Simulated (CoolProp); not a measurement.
A simple Rankine cycle with water: condensing at 305.15 K, boiler at 11.1 MPa, turbine inlet 606.8 K, turbine efficiency 0.8, pump efficiency 0.6, no recuperator. Each further row changes one setting.

The numbers come from the reference Helmholtz-energy equation of state, Wagner 2002 in CoolProp.

```tsv
case	thermal efficiency (%)	net work (kJ/kg)	heat in (kJ/kg)	turbine exit temperature (K)	volume ratio over the turbine
as stated	?	835	2650	305.1	?
turbine inlet 626.8 K	31.8	875	2750	305.1	1160
condensing temperature 297.15 K	32.4	869	2680	297.1	?
boiler pressure 7.77 MPa	31.0	864	2790	305.1	?
turbine efficiency 0.7	27.5	728	2650	305.1	1320
```

**Question.** What belongs in the gaps?

**Answer.** 
- as stated, thermal efficiency (%): 31.5
- as stated, volume ratio over the turbine: 1250
- condensing temperature 297.15 K, volume ratio over the turbine: 1920
- boiler pressure 7.77 MPa, volume ratio over the turbine: 798

The expansion ends wet for: as stated; turbine inlet 626.8 K; condensing temperature 297.15 K; boiler pressure 7.77 MPa; turbine efficiency 0.7.
